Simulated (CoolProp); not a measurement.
R236EA along the isotherm 248 K: fugacity coefficient from the reference equation and from simpler models built on Tc = 412.4 K, pc = 34.14 bar, ω = 0.368; each cubic takes its own stable root.

Model: reference Helmholtz-energy equation of state, Rui 2013, in CoolProp.

```tsv
p (bar)	phase	reference	van der Waals	Redlich-Kwong	Peng-Robinson
0.19	gas	0.9878	0.9947	0.9923	0.9905
0.278	liquid	0.8205	0.9922	0.9888	0.8439
0.409	liquid	0.5580	0.9885	0.9835	0.5739
0.6	liquid	0.3807	0.9832	0.9758	0.3916
0.881	liquid	0.2596	0.9753	0.7895	0.2670
1.29	liquid	___	0.9638	___	0.1827
1.9	liquid	0.1210	0.9467	0.3681	0.1244
2.78	liquid	0.08301	0.9219	0.2528	0.08535
4.09	liquid	0.05677	0.6783	0.1730	0.05836
6	liquid	0.03905	0.4694	0.1192	0.04013
8.81	liquid	0.02694	0.3268	___	0.02768
12.9	liquid	0.01876	0.2305	0.05751	0.01926
19	liquid	0.01310	0.1642	0.04034	0.01344
27.8	liquid	0.009331	___	0.02889	0.009562
```

### Question
What belongs in the gaps?

### Answer

- 1.29, reference: 0.1777
- 1.29, Redlich-Kwong: 0.5404
- 8.81, Redlich-Kwong: 0.08238
- 27.8, van der Waals: 0.1202

At some of these states van der Waals, Redlich-Kwong gives the other phase, because its saturation line lies elsewhere.
